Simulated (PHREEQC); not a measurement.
Dissolve 0.023 mol ZnCl2, 0.054 mol NaCl and 6.7e-05 mol FeSO4 per kg of water at 25 °C. Closed to the air; pH follows from the charge balance.

All values are PHREEQC results (ion-association model, phreeqc.dat), not measurements.

| quantity | before | after |
|---|---|---|
| pH | 5.32 | 1.91 |
| ionic strength (mol/kgw) | 0.119 | 0.133 |
| Zn+2 (mol/kgw) | 0.0209 | 0.0207 |
| ZnCl+ (mol/kgw) | 0.00195 | 0.00214 |
| ZnCl2 (mol/kgw) | 0.000111 | 0.000136 |
| SO4-2 (mol/kgw) | 3.96e-5 | 3.10e-5 |
| SI of Halite (NaCl) | -4.08 | -4.03 |

Problem. Which change was made?
A. 0.015 mol/kgw HCl added
B. FeSO4 replaced by Fe2(SO4)3 at the same molality
C. FeSO4 from 6.7e-05 to 6.7e-06 mol/kgw
D. NaCl from 0.054 to 0.081 mol/kgw
E. ZnCl2 from 0.023 to 0.23 mol/kgw

Solution. A, 0.015 mol/kgw HCl added

Precipitation was switched off in this run.
